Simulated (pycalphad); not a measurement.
CALPHAD calculation (pycalphad, COST 507 light-alloy database (1999)), 1 atm. The database dates from 1999; later assessments differ in places, in temperatures and in the compounds included. Diffusion is slow at the low end, where real alloys seldom reach equilibrium.

How does the equilibrium phase assembly of Ti-0.7648B (wt.%) change on cooling from 2850 K to 500 K?


| T (K) | phases above | phases below |
|---|---|---|
| 1873.2 | liquid | bcc + liquid |
| 1814.1 | bcc + liquid | bcc + BM |
| 1156.1 | bcc + BM | BM + hcp |
Changes were sought between steps of 50 K, so a narrower field can be missed.

Database names, with the compositions (at.%) that they take in these runs: BM: Ti 50 B 50.
